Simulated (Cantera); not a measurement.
Source: NASA polynomial tables (part measured, part estimated), evaluated in Cantera. Values are per mole of reaction as written; species without (g) are pure solids or liquids, kept so even where they would boil at 1 bar.

Question: Between 1475 and 1575 K, where is each reaction favourable under standard conditions?
- 6 Cl(g) + 2 Al → Al2Cl6(g)
- 3 Cl(g) + Al(g) → AlCl3(g)

Answer: 
- 6 Cl(g) + 2 Al → Al2Cl6(g): ΔG° is -1145 kJ at 1475 K and -1083 kJ at 1575 K; it stays negative (K > 1). ΔH° is -2066 kJ and ΔS° -624 J/K at 1575 K.
- 3 Cl(g) + Al(g) → AlCl3(g): ΔG° is -756 kJ at 1475 K and -720 kJ at 1575 K; it stays negative (K > 1). ΔH° is -1287 kJ and ΔS° -360 J/K at 1575 K.
